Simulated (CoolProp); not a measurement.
The numbers come from the reference Helmholtz-energy equation of state, Thol 2012 in CoolProp.

Q: Give the vapour pressure (MPa), liquid cp (kJ/(kg K)), vapour Z, liquid conductivity (mW/(m K)) of saturated benzene at 410 K.

A: 
| T (K) | p (MPa) | liquid cp (kJ/(kg K)) | vapour Z | liquid conductivity (mW/(m K)) |
|---|---|---|---|---|
| 410 | 0.441 | 2.11 | 0.904 | 107 |

Thermal conductivity comes from a separate model (Assael 2012).
